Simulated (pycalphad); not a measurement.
## Phase fractions of Ti-4.76C (at.%)

Source of the numbers: pycalphad with the COST 507 light-alloy database (1999); pressure 1 atm. The data set is of 1999 and partly superseded. Amounts are mole fractions of atoms. Diffusion is slow at the low end, where real alloys seldom reach equilibrium.

```json
[
 {"T (K)": "2100", "liquid": "1.000", "fcc": "-", "bcc": "-", "hcp": "-"},
 {"T (K)": "2000", "liquid": "0.969", "fcc": "0.031", "bcc": "-", "hcp": "-"},
 {"T (K)": "1900", "liquid": "-", "fcc": "0.078", "bcc": "0.922", "hcp": "-"},
 {"T (K)": "1800", "liquid": "-", "fcc": "0.087", "bcc": "0.913", "hcp": "-"},
 {"T (K)": "1700", "liquid": "-", "fcc": "0.096", "bcc": "0.904", "hcp": "-"},
 {"T (K)": "1600", "liquid": "-", "fcc": "0.104", "bcc": "0.896", "hcp": "-"},
 {"T (K)": "1500", "liquid": "-", "fcc": "___", "bcc": "___", "hcp": "-"},
 {"T (K)": "1400", "liquid": "-", "fcc": "0.118", "bcc": "0.882", "hcp": "-"},
 {"T (K)": "1300", "liquid": "-", "fcc": "0.124", "bcc": "0.876", "hcp": "-"},
 {"T (K)": "1200", "liquid": "-", "fcc": "0.128", "bcc": "0.872", "hcp": "-"},
 {"T (K)": "1100", "liquid": "-", "fcc": "0.106", "bcc": "-", "hcp": "0.894"},
 {"T (K)": "1000", "liquid": "-", "fcc": "0.115", "bcc": "-", "hcp": "0.885"},
 {"T (K)": "900", "liquid": "-", "fcc": "___", "bcc": "-", "hcp": "___"},
 {"T (K)": "800", "liquid": "-", "fcc": "0.126", "bcc": "-", "hcp": "0.874"},
 {"T (K)": "700", "liquid": "-", "fcc": "0.128", "bcc": "-", "hcp": "0.872"},
 {"T (K)": "600", "liquid": "-", "fcc": "0.129", "bcc": "-", "hcp": "0.871"},
 {"T (K)": "500", "liquid": "-", "fcc": "0.129", "bcc": "-", "hcp": "0.871"}
]
```

### Question
Some entries are withheld; supply them.

### Answer

- 1500, fcc: 0.111
- 1500, bcc: 0.889
- 900, fcc: 0.121
- 900, hcp: 0.879

The fcc model also describes the rock-salt carbide or nitride (TiC, TiN, HfC).
